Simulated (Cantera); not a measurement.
Charge: 1 mol FeS₂, 0.93 mol H₂, 68 mol N₂, held at 120 Pa.

Cantera equilibrium calculation (NASA polynomials, part measured and part estimated; ideal gas, pure solids and liquids). Candidate condensed phases: Fe, FeS, FeS₂, S; 16 gas species. FeS: taken at fixed stoichiometry. Gases not in the tables: S₃ to S₇. Rates play no part. All values below are at 1100 K.

Base state: N₂ 0.980, H₂ 0.0117, S₂ 0.00637, H₂S 0.00165, SH 1.60e-5 (mole fractions); condensed: FeS(s).

Problem. What changes in the equilibrium state with this change: H₂ from 0.93 to 2900 mol?

Solution. 
```csv
species,before,after
H₂,0.0117,0.976
N₂,0.980,0.0229
H₂S,0.00165,0.000673
S₂,0.00637,1.54e-7
SH,1.60e-5,7.17e-7
"FeS(s), mol",1.00,0
"Fe(α), mol",0,1.000
```
